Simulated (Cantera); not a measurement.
# Silicon nitride deposition: SiH4 + N2

A closed system holds: 1 mol SiH4, a varied amount of N2, at 925 K and 67.5 Torr.

Cantera equilibrium calculation (NASA polynomials, part measured and part estimated; ideal gas, pure solids and liquids). Candidate condensed phases: Si, Si3N4; 18 gas species. N2 is the only nitrogen source here; it is nearly inert below about 1500 K, so the nitride shown seldom forms there in practice. Equilibrium is a limit: real reactors are often held back by kinetics, nucleation or transport.

```csv
n(N2) (mol),x H2,x N2,x NH3,x SiH4,n Si(s),n Si3N4(s)
0.29,1.00,4.76e-12,1.95e-10,2.96e-8,0.565,0.145
0.55,1.00,4.76e-12,1.95e-10,2.96e-8,0.175,0.275
1,0.857,0.143,2.68e-5,<1e-12,0,0.333
1.9,0.619,0.381,2.69e-5,<1e-12,0,0.333
3.5,0.414,0.586,1.82e-5,<1e-12,0,0.333
6.6,0.252,0.748,9.80e-6,<1e-12,0,0.333
12,0.150,0.850,4.79e-6,<1e-12,0,0.333
23,0.0822,0.918,2.02e-6,<1e-12,0,0.333
```
x: gas mole fraction; n: condensed amount in mol.

From 0.29 mol N2 to 0.55 mol N2 the condensed part is Si(s) + Si3N4(s). From 1 mol N2 to 23 mol N2 the condensed part is Si3N4(s).
